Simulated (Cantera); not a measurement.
A Cantera script and its output.

```python
import numpy as np
import cantera as ct

gas = ct.Solution("gri30.yaml")
gas.TPX = 1048, 17000, {'H2': 1.8, 'O2': 1, 'N2': 7}
reactor = ct.IdealGasConstPressureReactor(gas, energy="off", clone=False)
net = ct.ReactorNet([reactor])
net.rtol, net.atol = 1e-08, 1e-18
show = ['H2', 'O2', 'NO', 'H2O2', 'H', 'OH', 'O']
times = np.geomspace(8e-06, 10, 9)

steps = ct.SolutionArray(gas, extra=["t"])
rows = []
print(f"{'t/s':>10s}{'T/K':>9s}{'P/Pa':>11s}" + "".join(f"{s:>11s}" for s in show))
for t in times:
    while net.time < t:
        t_next = net.step()
        steps.append(gas.state, t=t_next)
    rows.append([np.interp(t, steps.t, y) for y in (steps.T, steps.P, *steps(*show).X.T)])
    print(f"{t:10.3e}{rows[-1][0]:9.1f}{rows[-1][1]:11.4g}" + "".join(f"{x:11.3e}" for x in rows[-1][2:]))
rate = np.gradient(steps.T, steps.t)
print("integrator steps:", len(steps.t))
if steps.T.max() > steps.T[0] + 200:
    print(f"time of steepest temperature rise: {steps.t[rate.argmax()]:.4e} s")
gas.TPX = 1048, 17000, {'H2': 1.8, 'O2': 1, 'N2': 7}
gas.equilibrate("TP")
print(f"equilibrium (TP): T = {gas.T:.1f} K  " + "  ".join(f"{s} {gas[s].X[0]:.3e}" for s in show))
```

Output:

```
       t/s      T/K       P/Pa         H2         O2         NO       H2O2          H         OH          O
 8.000e-06   1048.0    1.7e+04  1.837e-01  1.020e-01  2.444e-25  1.099e-14  6.435e-11  1.606e-12  2.791e-12
 4.626e-05   1048.0    1.7e+04  1.837e-01  1.020e-01  4.119e-23  3.771e-13  5.144e-10  2.135e-11  5.287e-11
 2.675e-04   1048.0    1.7e+04  1.837e-01  1.020e-01  2.093e-19  2.524e-11  7.192e-08  3.249e-09  8.443e-09
 1.547e-03   1048.0    1.7e+04  1.766e-02  2.488e-02  2.983e-06  6.545e-07  2.800e-02  1.472e-03  2.910e-03
 8.944e-03   1048.0    1.7e+04  1.233e-03  1.181e-02  3.907e-06  8.415e-07  2.767e-04  2.127e-04  8.641e-05
 5.172e-02   1048.0    1.7e+04  5.182e-05  1.125e-02  3.882e-06  2.348e-07  1.815e-06  3.510e-05  2.582e-06
 2.991e-01   1048.0    1.7e+04  1.608e-06  1.123e-02  3.850e-06  2.357e-08  1.474e-08  8.015e-06  1.168e-07
 1.729e+00   1048.0    1.7e+04  9.450e-08  1.123e-02  3.886e-06  2.738e-09  3.297e-10  2.480e-06  1.106e-08
 1.000e+01   1048.0    1.7e+04  1.226e-08  1.123e-02  3.903e-06  4.270e-10  1.757e-11  9.482e-07  1.623e-09
integrator steps: 1858
equilibrium (TP): T = 1048.0 K  H2 1.596e-09  O2 1.123e-02  NO 1.203e-05  H2O2 4.475e-11  H 7.536e-13  OH 3.007e-07  O 1.637e-10
```

Cantera simulation using GRI-Mech 3.0 (53 species, 325 reactions); the numbers are that mechanism's predictions, not measurements. The temperature is held fixed by assumption; the heat of reaction is taken as removed at once.
